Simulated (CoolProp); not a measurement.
Vapour-liquid equilibrium of R13 (1) + isobutane (2) at 240.9 K; x and y are mole fractions of (1).

The numbers come from the multi-fluid Helmholtz-energy mixture model, Platzer 1990 and Bücker 2006; pair parameters Bell 2016 in CoolProp. This equation is an older, rougher fit; its heat capacities, sound speeds and derivatives of the liquid may be far off and weren't checked against measurements.

```json
[
 {"x": "0.05", "bubble pressure (bar)": "1.045", "y at the bubble point": "0.607", "dew pressure at overall composition x (bar)": "0.4416", "liquid density (mol/L)": "10.70"},
 {"x": "0.15", "bubble pressure (bar)": "2.129", "y at the bubble point": "0.816", "dew pressure at overall composition x (bar)": "0.4929", "liquid density (mol/L)": "10.89"},
 {"x": "0.25", "bubble pressure (bar)": "3.022", "y at the bubble point": "0.878", "dew pressure at overall composition x (bar)": "0.5577", "liquid density (mol/L)": "11.09"},
 {"x": "0.35", "bubble pressure (bar)": "3.769", "y at the bubble point": "0.909", "dew pressure at overall composition x (bar)": "0.6418", "liquid density (mol/L)": "11.29"},
 {"x": "0.45", "bubble pressure (bar)": "4.412", "y at the bubble point": "0.928", "dew pressure at overall composition x (bar)": "0.7556", "liquid density (mol/L)": "11.49"},
 {"x": "0.55", "bubble pressure (bar)": "4.993", "y at the bubble point": "0.942", "dew pressure at overall composition x (bar)": "0.9181", "liquid density (mol/L)": "11.68"},
 {"x": "0.65", "bubble pressure (bar)": "5.549", "y at the bubble point": "0.954", "dew pressure at overall composition x (bar)": "1.169", "liquid density (mol/L)": "11.88"},
 {"x": "0.75", "bubble pressure (bar)": "6.117", "y at the bubble point": "0.966", "dew pressure at overall composition x (bar)": "1.605", "liquid density (mol/L)": "12.07"},
 {"x": "0.85", "bubble pressure (bar)": "6.733", "y at the bubble point": "0.978", "dew pressure at overall composition x (bar)": "2.541", "liquid density (mol/L)": "12.26"},
 {"x": "0.95", "bubble pressure (bar)": "7.431", "y at the bubble point": "0.992", "dew pressure at overall composition x (bar)": "5.345", "liquid density (mol/L)": "12.45"}
]
```

No azeotrope shows between x = 0.05 and 0.95.

The pair parameters rest on a limited set of measurements; away from them the model extrapolates.
